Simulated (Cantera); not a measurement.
An isothermal, constant-pressure homogeneous reactor starts with C₂H₆ : N₂ = 1 : 9.5 (molar parts), at 1798 K and 0.987 atm. Integrator tolerance rtol = 1e-08.

Cantera simulation using GRI-Mech 3.0 (53 species, 325 reactions); the numbers are that mechanism's predictions, not measurements. GRI-Mech 3.0 stops at C3 and has no aromatics, soot or wall deposition, so with more carbon than oxygen in the feed, carbon stays in small species such as C2H2 where larger ones or solid carbon would form.

Task: What does this change do: pressure from 0.987 atm to 0.000484 atm?

Result: 
| quantity | before | after |
|---|---|---|
| x(C₂H₆) at 4.00 s | 6.11e-8 (gas-phase equilibrium 2.54e-8) | 1.23e-7 (gas-phase equilibrium <1e-12) |
| x(C₂H₂) at 4.00 s | 0.0793 (gas-phase equilibrium 0.0327) | 0.0773 (gas-phase equilibrium 0.0328) |
| x(H) at 4.00 s | 0.000141 (gas-phase equilibrium 0.000141) | 0.000641 (gas-phase equilibrium 0.00633) |
| x(CH₄) at 4.00 s | 0.00104 (gas-phase equilibrium 0.000670) | 0.00560 (gas-phase equilibrium 3.21e-7) |
| x(CH₃) at 4.00 s | 1.86e-5 (gas-phase equilibrium 1.20e-5) | 0.000471 (gas-phase equilibrium 2.62e-7) |
| x(H₂) at 4.00 s | 0.158 (gas-phase equilibrium 0.159) | 0.152 (gas-phase equilibrium 0.156) |
| x(C₂H₄) at 4.00 s | 0.000295 (gas-phase equilibrium 0.000122) | 4.17e-5 (gas-phase equilibrium 5.91e-8) |
Radical loss at walls, strong at low pressure, is not modelled.

Task: What does this change do: temperature 1798 to 1825 K?

Result: 
```tsv
quantity	before	after
x(C₂H₆) at 4.00 s	6.11e-8 (gas-phase equilibrium 2.54e-8)	4.44e-8 (gas-phase equilibrium 1.82e-8)
x(C₂H₂) at 4.00 s	0.0793 (gas-phase equilibrium 0.0327)	0.0794 (gas-phase equilibrium 0.0323)
x(H) at 4.00 s	0.000141 (gas-phase equilibrium 0.000141)	0.000177 (gas-phase equilibrium 0.000177)
x(CH₄) at 4.00 s	0.00104 (gas-phase equilibrium 0.000670)	0.000854 (gas-phase equilibrium 0.000548)
x(CH₃) at 4.00 s	1.86e-5 (gas-phase equilibrium 1.20e-5)	1.91e-5 (gas-phase equilibrium 1.22e-5)
x(H₂) at 4.00 s	0.158 (gas-phase equilibrium 0.159)	0.159 (gas-phase equilibrium 0.159)
x(C₂H₄) at 4.00 s	0.000295 (gas-phase equilibrium 0.000122)	0.000246 (gas-phase equilibrium 0.000101)
```

Task: What does this change do: temperature 1798 to 1100 K?

Result: 
```csv
quantity,before,after
x(C₂H₆) at 4.00 s,6.11e-8 (gas-phase equilibrium 2.54e-8),0.00300 (gas-phase equilibrium 0.000173)
x(C₂H₂) at 4.00 s,0.0793 (gas-phase equilibrium 0.0327),0.0103 (gas-phase equilibrium 0.0113)
x(H) at 4.00 s,0.000141 (gas-phase equilibrium 0.000141),1.24e-7 (gas-phase equilibrium 3.71e-9)
x(CH₄) at 4.00 s,0.00104 (gas-phase equilibrium 0.000670),0.0131 (gas-phase equilibrium 0.0945)
x(CH₃) at 4.00 s,1.86e-5 (gas-phase equilibrium 1.20e-5),4.29e-7 (gas-phase equilibrium 3.16e-7)
x(H₂) at 4.00 s,0.158 (gas-phase equilibrium 0.159),0.0810 (gas-phase equilibrium 0.0203)
x(C₂H₄) at 4.00 s,0.000295 (gas-phase equilibrium 0.000122),0.0670 (gas-phase equilibrium 0.0152)
```
